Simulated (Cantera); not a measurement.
A perfectly stirred reactor is fed with CH4 : H2 : O2 : N2 = 1 : 0.036 : 4.48 : 44.8 (molar parts), at 7500 Torr; it is adiabatic with a 775 K inlet, and is followed from long to short residence time, starting on the burning branch (τ in s: 0.4, 0.14, 0.051, 0.018, 0.0064, 0.0023, 0.0008, 0.00028, 0.0001, 3.6e-05).

Detailed kinetics in Cantera: GRI-Mech 3.0 (53 species, 325 reactions).

Q: Predict: blow-out, bracketed by the residence times tried; x(CH4) at τ = 0.400 s; x(H2) at τ = 0.400 s; x(O2) at τ = 0.400 s; x(OH) at τ = 0.400 s; x(N2O) at τ = 0.400 s; x(CH4) at τ = 2.30 ms; x(H2) at τ = 2.30 ms; x(O2) at τ = 2.30 ms.

A: 
- blow-out, bracketed by the residence times tried = burning at 51.0 ms, out at 18.0 ms
- x(CH4) at τ = 0.400 s = 0.000142
- x(H2) at τ = 0.400 s = 1.78e-5
- x(O2) at τ = 0.400 s = 0.0497
- x(OH) at τ = 0.400 s = 1.52e-6
- x(N2O) at τ = 0.400 s = 1.12e-6
- x(CH4) at τ = 2.30 ms = 0.0199
- x(H2) at τ = 2.30 ms = 0.000715
- x(O2) at τ = 2.30 ms = 0.0890
